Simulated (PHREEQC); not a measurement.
Consider water at 25 °C with 0.036 mol/kgw Na2SeO4. Closed to the air; pH follows from the charge balance.

The numbers come from PHREEQC with the ion-association model, wateq4f.dat.

This is a speciation only: nothing precipitates in the calculation.

### Question
Predict the pH.

### Answer
pH 7.09.
